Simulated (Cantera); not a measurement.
# Stirred combustor or abatement burner

A perfectly stirred reactor is fed with 11.4 % CH4, 4.20 % CO, 17.7 % O2, 66.7 % N2, equivalence ratio 1.4, at 7430 Torr; it is adiabatic with a 475 K inlet, and is followed from long to short residence time, starting on the burning branch (τ in s: 0.066, 0.02, 0.0061, 0.0018, 0.00055, 0.00017, 5e-05, 1.5e-05, 4.6e-06).

Cantera simulation using GRI-Mech 3.0 (53 species, 325 reactions); the numbers are that mechanism's predictions, not measurements.

```csv
τ (s),T (K),x CH4,x CO,x O2,x CH2,x HCO,x CH3
0.066,2146,0.000135,0.0873,4.34e-5,1.43e-7,8.34e-8,1.75e-5
0.020,2146,0.000363,0.0869,0.000132,4.40e-7,1.04e-7,5.00e-5
0.0061,2145,0.000862,0.0858,0.000393,1.27e-6,1.55e-7,0.000129
0.0018,2140,0.00173,0.0840,0.00116,3.39e-6,3.00e-7,0.000294
0.00055,2122,0.00295,0.0826,0.00316,7.75e-6,6.86e-7,0.000571
0.00017,2058,0.00531,0.0837,0.00920,1.37e-5,1.71e-6,0.00102
5.0e-5,475,0.114,0.0420,0.177,<1e-12,<1e-12,<1e-12
1.5e-5,475,0.114,0.0420,0.177,<1e-12,<1e-12,<1e-12
4.6e-6,475,0.114,0.0420,0.177,<1e-12,<1e-12,<1e-12
```
x: mole fraction; the columns are a selection and need not sum to one.
